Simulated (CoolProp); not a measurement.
Properties of propylene along the isobar 4.69 bar.

The numbers come from the reference Helmholtz-energy equation of state, Lemmon 2013 in CoolProp.

```csv
T (°C),phase,Z,cp (kJ/(kg K)),viscosity (µPa s)
64.55,gas,?,1.743,9.78
73.65,gas,0.9576,1.770,10.0
82.75,gas,?,?,10.3
91.85,gas,0.9641,1.828,10.6
100.85,gas,0.9668,1.857,10.8
109.95,gas,?,1.888,11.1
119.05,gas,0.9715,1.918,11.3
128.05,gas,0.9736,1.948,11.6
```

Task: Some entries are withheld; supply them.

Result: 
- 64.55, Z: 0.9537
- 82.75, Z: 0.9610
- 82.75, cp (kJ/(kg K)): 1.799
- 109.95, Z: 0.9693

Viscosity comes from a separate model (Huber 2003), an estimate that may be off by 10 % or more.
